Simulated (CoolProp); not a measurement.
Values from CoolProp's reference Helmholtz-energy equation of state, Akasaka 2023.

Q: Give the vapour pressure (MPa), liquid density (kg/m³), vapour density (kg/m³), liquid cp (kJ/(kg K)) of saturated R1224YDZ at 73.15 °C.

A: 
| T (°C) | p (MPa) | liquid density (kg/m³) | vapour density (kg/m³) | liquid cp (kJ/(kg K)) |
|---|---|---|---|---|
| 73.15 | 0.621 | 1210 | 38.1 | 1.27 |
